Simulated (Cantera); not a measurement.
An adiabatic, constant-volume homogeneous reactor starts with CH3OH : O2 : N2 = 1 : 1.65 : 6.1 (molar parts), equivalence ratio 0.91, at 1675 K and 760 Torr.

Model: GRI-Mech 3.0 (53 species, 325 reactions), integrated in Cantera. GRI-Mech 3.0 was tuned for natural gas; its chemistry of methanol as a main component is partial and can be far from experiment.

One state of this run: T (K) = 2902; P (bar) = 1.97; x CH3OH = <1e-12; x O2 = 0.0329; x OH = 0.0290; x CH2 = <1e-12; x CH3 = <1e-12; x H = 0.0119. x: mole fraction; the columns are a selection and need not sum to one.

Q: Which value of t (s) does it belong to?
A) 2.00e-6
B) 9.28e-5
C) 0.0294
D) 5.22e-6

A: C, 0.0294
